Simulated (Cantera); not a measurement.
An adiabatic, constant-pressure homogeneous reactor starts with C3H8 : O2 : N2 = 1 : 8.06 : 30.3 (molar parts), equivalence ratio 0.62, at 1025 K and 3750 Torr. Integrator tolerance rtol = 1e-08.

Computed with Cantera and GRI-Mech 3.0 (53 species, 325 reactions). GRI-Mech 3.0 was tuned for natural gas; its chemistry of propane as a main component is partial and can be far from experiment.

### Question
What does this change do: initial temperature 1025 to 1325 K?

### Answer
| quantity | before | after |
|---|---|---|
| time of steepest temperature rise | 78.2 ms | 0.284 ms |
| temperature at 0.500 s | 2296 K | 2509 K |
| equilibrium temperature | 2296 K | 2509 K |
| x(C3H8) at 0.500 s | <1e-12 (gas-phase equilibrium <1e-12) | <1e-12 (gas-phase equilibrium <1e-12) |
| x(O2) at 0.500 s | 0.0709 (gas-phase equilibrium 0.0709) | 0.0690 (gas-phase equilibrium 0.0690) |
| x(CH2CO) at 0.500 s | <1e-12 (gas-phase equilibrium <1e-12) | <1e-12 (gas-phase equilibrium <1e-12) |
| x(H2) at 0.500 s | 0.000331 (gas-phase equilibrium 0.000331) | 0.000999 (gas-phase equilibrium 0.000999) |
| x(CH3) at 0.500 s | <1e-12 (gas-phase equilibrium <1e-12) | <1e-12 (gas-phase equilibrium <1e-12) |
| x(C2H4) at 0.500 s | <1e-12 (gas-phase equilibrium <1e-12) | <1e-12 (gas-phase equilibrium <1e-12) |

### Question
What does this change do: 3.5 parts CO2 added?

### Answer
```tsv
quantity	before	after
time of steepest temperature rise	78.2 ms	84.6 ms
temperature at 0.500 s	2296 K	2166 K
equilibrium temperature	2296 K	2166 K
x(C3H8) at 0.500 s	<1e-12 (gas-phase equilibrium <1e-12)	<1e-12 (gas-phase equilibrium <1e-12)
x(O2) at 0.500 s	0.0709 (gas-phase equilibrium 0.0709)	0.0668 (gas-phase equilibrium 0.0666)
x(CH2CO) at 0.500 s	<1e-12 (gas-phase equilibrium <1e-12)	<1e-12 (gas-phase equilibrium <1e-12)
x(H2) at 0.500 s	0.000331 (gas-phase equilibrium 0.000331)	0.000144 (gas-phase equilibrium 0.000144)
x(CH3) at 0.500 s	<1e-12 (gas-phase equilibrium <1e-12)	<1e-12 (gas-phase equilibrium <1e-12)
x(C2H4) at 0.500 s	<1e-12 (gas-phase equilibrium <1e-12)	<1e-12 (gas-phase equilibrium <1e-12)
```
